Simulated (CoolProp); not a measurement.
Vapour-liquid equilibrium of isobutene (1) + n-octane (2) at 5.65 °C; x and y are mole fractions of (1).

The numbers come from the multi-fluid Helmholtz-energy mixture model, Lemmon 2005 and Beckmüller 2019; pair parameters Bell 2016 in CoolProp.

Task: Give the bubble pressure and the first vapour's composition at x = 0.25, 0.35, 0.95. Is there an azeotrope?

Result: x = 0.25: 0.4053 bar, y = 0.989; x = 0.35: 0.5588 bar, y = 0.993; x = 0.95: 1.535 bar, y = 1.000. No azeotrope shows between x = 0.05 and 0.95.

The pair parameters rest on a limited set of measurements; away from them the model extrapolates. The gap from Raoult's law changes sign with composition, which may be real or a fault of the pair parameters; it wasn't checked against measurements.
